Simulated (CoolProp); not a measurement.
Model: reference Helmholtz-energy equation of state, Lemmon 2006, in CoolProp. It is a short technical equation, of lower accuracy than the large ones.

Task: For CH3F (R41), give the phase and the cp (kJ/(kg K)) at 53.55 °C and 0.321 bar; 53.55 °C and 13 bar.

Result: 
- 53.55 °C and 0.321 bar: gas; cp 1.15
- 53.55 °C and 13 bar: gas; cp 1.33
